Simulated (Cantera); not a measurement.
Input: 1 mol Si3N4, 1.7 mol CO2, 120 mol H2, held at 1250 °C and 1.10 Pa.

Method: chemical equilibrium by Gibbs-energy minimisation in Cantera with the NASA 1993 tables (ideal gas, pure condensed phases). Candidate condensed phases: C, C6H6, C7H8, C8H18, H2O, Si, SiC, SiO2, Si2N2O, Si3N4; 151 gas species. Kinetics and transport are ignored.

Base state: H2 0.950, SiO 0.0185, N2 0.0159, CO 0.00855, H 0.00680, Si 0.000415 (mole fractions); condensed: SiC(s).

What changes in the equilibrium state with this change: temperature from 1250 °C to 1652 °C?


```csv
species,before,after
H2,0.950,0.711
H,0.00680,0.243
N2,0.0159,0.0139
Si,0.000415,0.00899
SiO,0.0185,0.0118
CO,0.00855,0.0118
SiH,3.91e-6,2.05e-5
"SiC(s), mol",0.623,0
```
